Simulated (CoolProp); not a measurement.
The numbers come from the reference Helmholtz-energy equation of state, Span 1996 in CoolProp.

Question: For carbon dioxide, give the phase and the speed of sound (m/s), viscosity (µPa s), conductivity (mW/(m K)) at 7.15 °C and 0.101 MPa.

Answer: 
- 7.15 °C and 0.101 MPa: gas; speed of sound 261, viscosity 14.1, conductivity 15.3

Viscosity comes from a separate model (Laesecke 2017). Thermal conductivity comes from a separate model (Huber 2016).
